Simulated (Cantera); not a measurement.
Equilibrium for carbothermic reduction: Cu2O + CH4 + CO

Input: 1 mol Cu2O, 1.4 mol CH4, 2 mol CO, equilibrated at 89.0 mbar.

These are equilibrium values from Cantera (NASA tables, ideal gas, pure condensed phases), not measurements of a reactor. Candidate condensed phases: C, C6H6, C7H8, C8H18, Cu, CuO, Cu(OH)2, Cu2O, H2O; 113 gas species. The numbers say what is thermodynamically allowed, not how fast it happens.

```
T (K)  log p CO  log p H2  log p Cu  log p H  log p C2H2 (acetylene)  log p CH4  n C(graphite)  n Cu(l)
-----  --------  --------  --------  -------  ----------------------  ---------  -------------  -------
1548      -1.34     -1.37     -4.75    -5.20                   -6.17      -5.42          0.400     2.00
1573      -1.34     -1.37     -4.58    -5.07                   -6.05      -5.47          0.400     2.00
1598      -1.34     -1.37     -4.41    -4.96                   -5.94      -5.52          0.400     2.00
1623      -1.34     -1.37     -4.26    -4.84                   -5.83      -5.56          0.400     2.00
1648      -1.34     -1.37     -4.10    -4.73                   -5.72      -5.61          0.400     1.99
1673      -1.34     -1.37     -3.95    -4.63                   -5.61      -5.65          0.400     1.99
1698      -1.34     -1.37     -3.81    -4.52                   -5.51      -5.69          0.400     1.99
1723      -1.34     -1.37     -3.67    -4.42                   -5.41      -5.73          0.399     1.99
1748      -1.34     -1.37     -3.54    -4.33                   -5.32      -5.77          0.399     1.98
1773      -1.34     -1.37     -3.40    -4.23                   -5.22      -5.81          0.399     1.97
1798      -1.34     -1.37     -3.28    -4.14                   -5.13      -5.85          0.399     1.97
1823      -1.34     -1.37     -3.15    -4.05                   -5.05      -5.89          0.399     1.95
1848      -1.34     -1.37     -3.03    -3.96                   -4.96      -5.93          0.399     1.94
```
log p: log10 of the partial pressure in bar; n: condensed amount in mol.

From 1548 K to 1848 K the condensed part is C(graphite) + Cu(l). The main Cu-bearing gas is Cu throughout.
